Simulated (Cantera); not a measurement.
Mixture: C₃H₈ : O₂ : N₂ = 1 : 3.57 : 13.4 (molar parts), at 0.365 atm, adiabatic and at constant volume. Ignition delay is the time to a rise of 400 K.

Detailed kinetics in Cantera: GRI-Mech 3.0 (53 species, 325 reactions). GRI-Mech 3.0 was tuned for natural gas; its chemistry of propane as a main component is partial and can be far from experiment.

Q: What does this change do: pressure from 0.365 atm to 9.77 atm?

A: 
| quantity | before | after |
|---|---|---|
| delay at 1048 K | 0.315 s | 29.7 ms |
| delay at 1198 K | 9.46 ms | 1.73 ms |
| delay at 1348 K | 0.740 ms | 0.133 ms |
| delay at 1498 K | 0.142 ms | 18.7 µs |
| apparent activation energy between 1423 and 1573 K | 160 kJ/mol | 200 kJ/mol |

Q: What does this change do: N2 13.4 to 26 parts?

A: 
| quantity | before | after |
|---|---|---|
| delay at 1048 K | 0.315 s | 0.493 s |
| delay at 1198 K | 9.46 ms | 14.6 ms |
| delay at 1348 K | 0.740 ms | 1.15 ms |
| delay at 1498 K | 0.142 ms | 0.218 ms |
| apparent activation energy between 1423 and 1573 K | 160 kJ/mol | 160 kJ/mol |
